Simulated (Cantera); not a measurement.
A Cantera script and its output.

```python
import numpy as np
import cantera as ct

gas = ct.Solution("h2o2.yaml")
gas.TPX = 623, 12000, {'H2': 1, 'O2': 0.55, 'N2': 2.29}
flame = ct.FreeFlame(gas, width=0.18)
flame.set_refine_criteria(ratio=3, slope=0.08, curve=0.16)
flame.transport_model = "mixture-averaged"
flame.solve(loglevel=0, auto=True)
z, T = flame.grid, flame.T
thick = (T[-1] - T[0]) / np.gradient(T, z).max()
show = ['H2', 'O2', 'H', 'H2O', 'OH', 'H2O2']
print(f"laminar burning velocity  {flame.velocity[0] * 100:.3f} cm/s")
print(f"burnt temperature         {T[-1]:.1f} K")
print(f"thermal thickness         {thick * 1e3:.4f} mm")
print(f"grid points               {len(z)}")
z0 = z[flame.heat_release_rate.argmax()]
print(f"{'z/mm':>9s}{'T/K':>9s}{'u/(m/s)':>9s}" + "".join(f"{s:>11s}" for s in show))
rows = []
for k in (-3, -2, -1.5, -1, -0.5, -0.25, 0, 0.25, 0.5, 1, 2, 4, 8):
    zz = z0 + k * thick
    rows.append([k * thick, np.interp(zz, z, T), np.interp(zz, z, flame.velocity),
                 *(np.interp(zz, z, flame.X[gas.species_index(s)]) for s in show)])
    print(f"{rows[-1][0] * 1e3:9.3f}{rows[-1][1]:9.1f}{rows[-1][2]:9.3f}" + "".join(f"{x:11.3e}" for x in rows[-1][3:]))
```

It prints:

```
laminar burning velocity  571.464 cm/s
burnt temperature         2341.3 K
thermal thickness         8.2036 mm
grid points               136
     z/mm      T/K  u/(m/s)         H2         O2          H        H2O         OH       H2O2
  -24.611    623.0    5.715  2.604e-01  1.432e-01  1.749e-15  6.266e-15  3.551e-18  2.071e-15
  -16.407    623.0    5.715  2.604e-01  1.432e-01  1.568e-12  4.889e-13  2.891e-15  2.266e-15
  -12.305    623.0    5.715  2.604e-01  1.432e-01  2.645e-10  3.625e-11  4.400e-13  1.809e-14
   -8.204    623.0    5.715  2.604e-01  1.432e-01  1.127e-07  1.242e-08  2.163e-10  2.480e-11
   -4.102    627.3    5.750  2.595e-01  1.432e-01  2.205e-04  2.908e-04  1.405e-05  2.885e-07
   -2.051    720.2    6.548  2.420e-01  1.402e-01  6.536e-03  9.066e-03  2.327e-04  4.719e-07
    0.000   1074.6    9.498  1.216e-01  9.828e-02  5.663e-02  9.633e-02  2.729e-03  5.936e-07
    2.051   1347.4   11.749  3.936e-02  4.661e-02  7.768e-02  1.866e-01  7.305e-03  7.572e-07
    4.102   1466.6   12.694  3.637e-02  4.087e-02  6.843e-02  1.971e-01  9.539e-03  6.027e-07
    8.204   1604.3   13.754  3.726e-02  3.764e-02  5.542e-02  2.047e-01  1.210e-02  3.696e-07
   16.407   1754.7   14.878  3.670e-02  3.423e-02  4.206e-02  2.143e-01  1.456e-02  1.948e-07
   32.814   1909.0   15.994  3.418e-02  3.067e-02  2.962e-02  2.257e-01  1.635e-02  1.032e-07
   65.629   2057.8   17.039  2.970e-02  2.712e-02  1.909e-02  2.387e-01  1.697e-02  6.144e-08
```

Computed with Cantera and the H2/O2 subset of GRI-Mech 3.0, which has no nitrogen chemistry. Burning velocities carry a grid error of a few per cent, more on coarse grids.
